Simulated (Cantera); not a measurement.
Input (Python, Cantera):

```python
import numpy as np
import cantera as ct

gas = ct.Solution("h2o2.yaml")
gas.TPX = 723, 1000000, {'H2': 1, 'O2': 0.357, 'N2': 1.34, 'H2O': 0.021}
flame = ct.FreeFlame(gas, width=0.008)
flame.set_refine_criteria(ratio=3, slope=0.08, curve=0.16)
flame.transport_model = "mixture-averaged"
flame.solve(loglevel=0, auto=True)
z, T = flame.grid, flame.T
thick = (T[-1] - T[0]) / np.gradient(T, z).max()
show = ['H2', 'O2', 'H', 'O', 'OH', 'H2O']
print(f"laminar burning velocity  {flame.velocity[0] * 100:.3f} cm/s")
print(f"burnt temperature         {T[-1]:.1f} K")
print(f"thermal thickness         {thick * 1e3:.4f} mm")
print(f"grid points               {len(z)}")
z0 = z[flame.heat_release_rate.argmax()]
print(f"{'z/mm':>9s}{'T/K':>9s}{'u/(m/s)':>9s}" + "".join(f"{s:>11s}" for s in show))
rows = []
for k in (-3, -2, -1.5, -1, -0.5, -0.25, 0, 0.25, 0.5, 1, 2, 4, 8):
    zz = z0 + k * thick
    rows.append([k * thick, np.interp(zz, z, T), np.interp(zz, z, flame.velocity),
                 *(np.interp(zz, z, flame.X[gas.species_index(s)]) for s in show)])
    print(f"{rows[-1][0] * 1e3:9.3f}{rows[-1][1]:9.1f}{rows[-1][2]:9.3f}" + "".join(f"{x:11.3e}" for x in rows[-1][3:]))
```

Output:

```
laminar burning velocity  1179.679 cm/s
burnt temperature         2607.9 K
thermal thickness         0.0255 mm
grid points               109
     z/mm      T/K  u/(m/s)         H2         O2          H          O         OH        H2O
   -0.076    723.0   11.797  3.679e-01  1.313e-01  4.799e-15  3.108e-14  2.100e-15  7.726e-03
   -0.051    723.0   11.797  3.679e-01  1.314e-01  3.286e-12  1.685e-11  1.141e-12  7.727e-03
   -0.038    723.0   11.796  3.678e-01  1.314e-01  1.011e-10  3.063e-10  2.096e-11  7.728e-03
   -0.025    723.6   11.796  3.673e-01  1.315e-01  4.209e-08  2.534e-08  2.614e-09  7.742e-03
   -0.013    768.5   12.344  3.557e-01  1.323e-01  1.560e-04  1.648e-05  7.095e-05  9.926e-03
   -0.006   1045.0   16.236  3.139e-01  1.243e-01  4.402e-03  4.425e-04  1.247e-03  3.731e-02
    0.000   1501.6   22.618  2.325e-01  8.867e-02  2.252e-02  2.855e-03  3.939e-03  1.171e-01
    0.006   1837.2   27.298  1.593e-01  4.243e-02  4.088e-02  4.726e-03  8.504e-03  2.041e-01
    0.013   2016.4   29.743  1.261e-01  1.838e-02  4.589e-02  4.645e-03  1.181e-02  2.484e-01
    0.025   2185.8   31.954  1.129e-01  5.915e-03  4.016e-02  3.615e-03  1.359e-02  2.737e-01
    0.051   2333.0   33.780  1.130e-01  2.609e-03  2.880e-02  2.154e-03  1.226e-02  2.857e-01
    0.102   2448.3   35.156  1.144e-01  1.277e-03  1.887e-02  1.046e-03  9.462e-03  2.948e-01
    0.204   2527.9   36.077  1.155e-01  5.473e-04  1.179e-02  4.425e-04  6.577e-03  3.016e-01
```

Detailed kinetics in Cantera: the H2/O2 subset of GRI-Mech 3.0, which has no nitrogen chemistry. The hydrogen kinetics of GRI-Mech 3.0 are dated; newer H2 mechanisms differ, most at raised pressure. Burning velocities carry a grid error of a few per cent, more on coarse grids.
